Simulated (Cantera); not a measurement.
Feed: 1 mol Si₂Cl₆, a varied amount of NH₃, 2.9 mol N₂, equilibrated at 1500 K and 24.0 Pa.

Method: chemical equilibrium by Gibbs-energy minimisation in Cantera with the NASA 1993 tables (ideal gas, pure condensed phases). Candidate condensed phases: NH₄Cl, Si, Si₃N₄; 28 gas species. The feed counts by its element totals alone. Equilibrium is a limit: real reactors are often held back by kinetics, nucleation or transport.

Q: Which condensed phases are stable at each of these points (n(NH₃) (mol)): 0.75, 1.7, 2.6, 3.6, 4.5, 5.4, 6.4, 7.3?

A: 
```tsv
n(NH₃) (mol)	condensed phases	Si condensed (%)
0.75	gas only	0.0
1.7	gas only	0.0
2.6	gas only	0.0
3.6	Si₃N₄(s)	0.6
4.5	Si₃N₄(s)	5.1
5.4	Si₃N₄(s)	9.0
6.4	Si₃N₄(s)	12.7
7.3	Si₃N₄(s)	15.6
```

From 0.75 mol NH₃ to 2.6 mol NH₃ nothing is condensed. From 3.6 mol NH₃ to 7.3 mol NH₃ the condensed part is Si₃N₄(s).
